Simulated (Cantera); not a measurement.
Source: NASA polynomial tables (part measured, part estimated), evaluated in Cantera. Values are per mole of reaction as written; species without (g) are pure solids or liquids, kept so even where they would boil at 1 bar.

0.6667 Cr + O2(g) ⇌ 0.6667 CrO3(g)

| T (K) | ΔH° (kJ) | ΔS° (J/K) | ΔG° (kJ) | log10 K |
|---|---|---|---|---|
| 550 | -196.3 | -46.2 | -170.9 | 16.23 |
| 650 | … | … | … | … |
| 750 | -196.8 | -46.9 | -161.6 | 11.25 |
| 850 | -197.0 | -47.2 | -156.9 | 9.64 |
| 950 | -197.3 | -47.5 | -152.2 | 8.37 |
| 1050 | … | … | … | … |
| 1150 | -198.1 | -48.3 | -142.6 | 6.48 |
| 1250 | -198.7 | -48.7 | -137.7 | 5.76 |
| 1350 | -199.4 | -49.3 | -132.8 | 5.14 |
| 1450 | … | … | … | … |
| 1550 | -201.2 | -50.5 | -122.9 | 4.14 |

**Question.** Some entries are withheld; supply them.

**Answer.** 
- 650, ΔH° (kJ): -196.6
- 650, ΔS° (J/K): -46.6
- 650, ΔG° (kJ): -166.3
- 650, log10 K: 13.36
- 1050, ΔH° (kJ): -197.6
- 1050, ΔS° (J/K): -47.8
- 1050, ΔG° (kJ): -147.4
- 1050, log10 K: 7.33
- 1450, ΔH° (kJ): -200.2
- 1450, ΔS° (J/K): -49.9
- 1450, ΔG° (kJ): -127.9
- 1450, log10 K: 4.61
